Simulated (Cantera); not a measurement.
Cantera run:

```python
import numpy as np
import cantera as ct

gas_names = [...]  # 113 gases of nasa_gas.yaml made of C, H, O, Pb
cond_names = """
    C(gr) C6H6(L) C7H8(L) C8H18(L),n-octa H2O(s) H2O(L) Pb(cr) Pb(L) PbO(rd) PbO(yw) PbO(L) PbO2(s)
    Pb3O4(s)
""".split()


# ... load() reads the species with a 1 bar reference pressure and builds the phases ...
atoms = {
    'Pb': {'Pb': 1},
    'CO': {'C': 1, 'O': 1},
    'H2': {'H': 2},
}
top_T = {'C(gr)': 4500, 'Pb3O4(s)': 820}  # K; cautious upper limits of use, not melting points


# ... equilibrate(T, P, feed) seeds the gas with the atoms and calls Mixture.equilibrate('TP', solver="vcs", rtol=1e-11, max_steps=5000) ...
results = []
T = 1375  # K
P = 101325  # Pa
for m in [0.62, 0.95, 1.4, 2.2, 3.4, 5.2, 8, 12, 19, 29]:
    feed = {'Pb': 1, 'CO': 0.093, 'H2': m}  # mol
    mix = equilibrate(T, P, feed)
    results.append((T, P, feed, dict(zip(mix.species_names, mix.species_moles))))

top = {s: max(r[3][s] / sum(r[3][g] for g in gas_names) for r in results) for s in gas_names}
cols = sorted((s for s in top if top[s] > 1e-06), key=lambda s: -top[s])[:8]
seen = [c for c in cond_names if any(r[3].get(c, 0) > 1e-12 for r in results)]
print("log10 of partial pressures in bar; condensed amounts in mol")
print(f"{'n(H2)':>10s}" + "".join(f"{s[:9]:>10s}" for s in cols + seen))
for T, P, feed, n in results:
    ng = sum(n[g] for g in gas_names)
    print(f"{feed['H2']:10.4g}" + "".join(f"{np.log10(max(n[s] / ng * P / 1e5, 1e-99)):10.3f}" for s in cols)
          + "".join(f"{n.get(c, 0):10.4g}" for c in seen))
```

It prints:

```
log10 of partial pressures in bar; condensed amounts in mol
     n(H2)        H2        CO        Pb       CH4       H2O       CO2         H       Pb2     Pb(L)
      0.62    -0.059    -0.886    -2.183    -2.836    -2.866    -4.008    -5.494    -5.940    0.9954
      0.95    -0.038    -1.052    -2.183    -2.894    -2.914    -4.243    -5.484    -5.940    0.9932
       1.4    -0.026    -1.210    -2.183    -2.957    -2.970    -4.470    -5.478    -5.940    0.9903
       2.2    -0.016    -1.398    -2.183    -3.038    -3.047    -4.745    -5.473    -5.940    0.9851
       3.4    -0.009    -1.584    -2.183    -3.123    -3.128    -5.018    -5.470    -5.940    0.9772
       5.2    -0.005    -1.767    -2.183    -3.210    -3.213    -5.291    -5.468    -5.940    0.9655
         8    -0.002    -1.956    -2.183    -3.300    -3.303    -5.571    -5.466    -5.940    0.9473
        12    -0.001    -2.134    -2.183    -3.388    -3.389    -5.838    -5.465    -5.940    0.9212
        19     0.001    -2.339    -2.183    -3.488    -3.489    -6.144    -5.465    -5.940    0.8755
        29     0.001    -2.529    -2.183    -3.582    -3.583    -6.429    -5.464    -5.940    0.8103
```

These are equilibrium values from Cantera (NASA tables, ideal gas, pure condensed phases), not measurements of a reactor.
